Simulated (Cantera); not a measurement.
Input: 1 mol C3H6, 0.082 mol NH3, 9.5 mol N2, held at 1625 K and 1.73 Torr.

These are equilibrium values from Cantera (NASA tables, ideal gas, pure condensed phases), not measurements of a reactor. Candidate condensed phases: C, C6H6, C7H8, C8H18; 92 gas species. The numbers say what is thermodynamically allowed, not how fast it happens.

Base state: N2 0.753, H2 0.246, HCN 0.00102, H 0.000729, HNC 2.51e-5 (mole fractions); condensed: C(graphite).

### Question
What changes in the equilibrium state with this change: temperature from 1625 K to 2925 K?

### Answer
```
species             before    after
----------------  --------  -------
N2                   0.753    0.557
H                 0.000729    0.328
C3                   <1e-9   0.0374
H2                   0.246   0.0159
CN                 2.43e-8   0.0279
HCN                0.00102   0.0141
C                    <1e-9  0.00907
C2                   <1e-9  0.00437
C2H                  <1e-9  0.00184
C(graphite), mol      2.99        0
```
